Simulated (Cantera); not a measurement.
Input (Python, Cantera) and output of one run.

```python
import numpy as np
import cantera as ct

gas_names = [...]  # 151 gases of nasa_gas.yaml made of C, H, N, O, Si
cond_names = """
    C(gr) C6H6(L) C7H8(L) C8H18(L),n-octa H2O(s) H2O(L) Si(cr) Si(L) SiC(b) SiO2(Lqz) SiO2(hqz) SiO2(L)
    Si2N2O(s) Si3N4(a)
""".split()


# ... load() reads the species with a 1 bar reference pressure and builds the phases ...
atoms = {
    'HMDSO': {'Si': 2, 'C': 6, 'H': 18, 'O': 1},
    'O2': {'O': 2},
    'N2': {'N': 2},
}
top_T = {'C(gr)': 4500, 'SiC(b)': 3050, 'Si2N2O(s)': 2100, 'Si3N4(a)': 2400}  # K; cautious upper limits of use, not melting points


# ... equilibrate(T, P, feed) seeds the gas with the atoms and calls Mixture.equilibrate('TP', solver="vcs", rtol=1e-11, max_steps=5000) ...
results = []
feed = {'HMDSO': 1, 'O2': 0.29, 'N2': 2.8}  # mol
P = 1333.22  # Pa
for T in [825, 975, 1125, 1275, 1425, 1575, 1725]:
    mix = equilibrate(T, P, feed)
    results.append((T, P, feed, dict(zip(mix.species_names, mix.species_moles))))

top = {s: max(r[3][s] / sum(r[3][g] for g in gas_names) for r in results) for s in gas_names}
cols = sorted((s for s in top if top[s] > 1e-05), key=lambda s: -top[s])[:8]
seen = [c for c in cond_names if any(r[3].get(c, 0) > 1e-12 for r in results)]
print("log10 of partial pressures in bar; condensed amounts in mol")
print(f"{'T/K':>10s}" + "".join(f"{s[:9]:>10s}" for s in cols + seen))
for T, P, feed, n in results:
    ng = sum(n[g] for g in gas_names)
    print(f"{T:10.4g}" + "".join(f"{np.log10(max(n[s] / ng * P / 1e5, 1e-99)):10.3f}" for s in cols)
          + "".join(f"{n.get(c, 0):10.4g}" for c in seen))
```

It prints:

```
log10 of partial pressures in bar; condensed amounts in mol
       T/K        H2        N2        CO       CH4       HCN         H       SiO C2H2,acet     C(gr)    SiC(b) SiO2(Lqz) SiO2(hqz) Si2N2O(s)
       825    -1.967    -2.613    -6.270    -3.977    -9.054   -12.084   -19.266   -13.408     5.913         0    0.3863         0    0.8068
       975    -1.963    -2.619    -4.533    -4.828    -7.754    -9.923   -14.280   -11.207     5.964         0         0    0.3704    0.8148
      1125    -1.974    -2.662    -3.279    -5.487    -6.831    -8.339   -10.628    -9.613     5.552         0         0   0.08942    0.9553
      1275    -1.977    -2.676    -3.168    -5.987    -6.115    -7.121    -8.280    -8.393     5.419         0         0         0         1
      1425    -1.977    -2.676    -3.168    -6.378    -5.544    -6.155    -6.484    -7.430     5.417         0         0         0    0.9999
      1575    -2.048    -2.555    -2.804    -6.836    -5.059    -5.405    -5.382    -6.723     2.419     1.996         0         0         0
      1725    -2.049    -2.556    -2.805    -7.098    -4.680    -4.755    -5.158    -6.084     2.411     1.993         0         0         0
```

Equilibrium computed with Cantera from the NASA thermochemical tables; the gas is ideal and each condensed phase is pure. The feed counts by its element totals alone. N2 is the only nitrogen source here; it is nearly inert below about 1500 K, so the nitride shown seldom forms there in practice. Mutual solubility and eutectic melting of coexisting phases are not modelled.
